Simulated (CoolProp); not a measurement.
A single-stage vapour-compression cycle with c-C4F8 (RC318): evaporating at 247.15 K (dew point), condensing at 278.15 K (bubble point), superheat 8 K, subcooling 0 K, compressor efficiency 0.8, no pressure losses. Each further row changes one setting.

The numbers come from the reference Helmholtz-energy equation of state, Platzer 1990 in CoolProp. This equation is an older, rougher fit; its heat capacities, sound speeds and derivatives of the liquid may be far off and weren't checked against measurements.

```csv
case,cooling COP,pressure ratio,discharge temperature (K),refrigerating effect (kJ/kg),volumetric capacity (kJ/m³)
as stated,?,3.83,281.7,97.4,382
evaporating temperature 252.15 K,?,3.00,282.1,101,?
condensing temperature 273.15 K,6.72,3.16,?,103,403
subcooling 5 K,5.75,3.83,281.7,103,403
superheat 18 K,5.61,3.83,291.9,105,394
compressor efficiency 0.7,4.77,3.83,284.9,97.4,382
```

### Question
Fill in the missing entries.

### Answer

- as stated, cooling COP: 5.45
- evaporating temperature 252.15 K, cooling COP: 6.83
- evaporating temperature 252.15 K, volumetric capacity (kJ/m³): 497
- condensing temperature 273.15 K, discharge temperature (K): 277.7
